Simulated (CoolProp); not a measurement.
A Linde-Hampson liquefier for oxygen: isothermal reversible compression at 250 K from 1 atm to 25 MPa, throttling to 1 atm, return gas leaving the recuperator 10 K below the feed. Each further row changes one setting.

Computed with CoolProp (reference Helmholtz-energy equation of state, Schmidt 1985).

```csv
case,liquid yield per pass,compression work (kJ/kg of gas)
as stated,…,341
high pressure 50 MPa,…,385
warm-end temperature 280 K,0.129,…
warm-end gap 15 K,0.173,341
```

**Question.** What belongs in the gaps?

**Answer.** 
- as stated, liquid yield per pass: 0.184
- high pressure 50 MPa, liquid yield per pass: 0.228
- warm-end temperature 280 K, compression work (kJ/kg of gas): 390
